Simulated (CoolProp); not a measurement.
Model: reference Helmholtz-energy equation of state, Lemmon 2013, in CoolProp.

Task: For propylene, give the phase and the cp (kJ/(kg K)), cv (kJ/(kg K)) at 132.25 °C and 136 kPa.

Result: 
- 132.25 °C and 136 kPa: gas; cp 1.94, cv 1.74
